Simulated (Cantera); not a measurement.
Charge: 1 mol MgSO₄, 2.5 mol H₂, 0.54 mol O₂, at 1223.15 K and 0.133 bar.

Method: chemical equilibrium by Gibbs-energy minimisation in Cantera with the NASA 1993 tables (ideal gas, pure condensed phases). Candidate condensed phases: H₂O, H₂SO₄, Mg, MgO, Mg(OH)₂, MgS, MgSO₄, S; 26 gas species. Gases not in the tables: S₃ to S₇. Kinetics and transport are ignored.

Base state: H₂O 0.713, SO₂ 0.244, S₂ 0.0189, H₂ 0.0118, H₂S 0.0111, S₂O 0.000816, SO 0.000288, SH 6.27e-5 (mole fractions); condensed: MgO(s).

Task: What changes in the equilibrium state with this change: temperature from 1223.15 K to 1550 K?

Result: 
```tsv
species	before	after
H₂O	0.713	0.680
SO₂	0.244	0.253
H₂	0.0118	0.0429
H₂S	0.0111	0.00537
S₂	0.0189	0.0142
H	8.95e-8	1.79e-5
S	3.00e-7	2.33e-5
SO	0.000288	0.00338
SH	6.27e-5	0.000485
S₂O	0.000816	0.000619
MgO(s), mol	1.00	1.000
```

Task: What changes in the equilibrium state with this change: pressure from 0.133 bar to 0.500 bar?

Result: 
| species | before | after |
|---|---|---|
| H₂O | 0.713 | 0.715 |
| SO₂ | 0.244 | 0.244 |
| S₂ | 0.0189 | 0.0172 |
| H₂ | 0.0118 | 0.00826 |
| H₂S | 0.0111 | 0.0144 |
| SO | 0.000288 | 0.000202 |
| S₂O | 0.000816 | 0.00106 |
| MgO(s), mol | 1.00 | 1.00 |
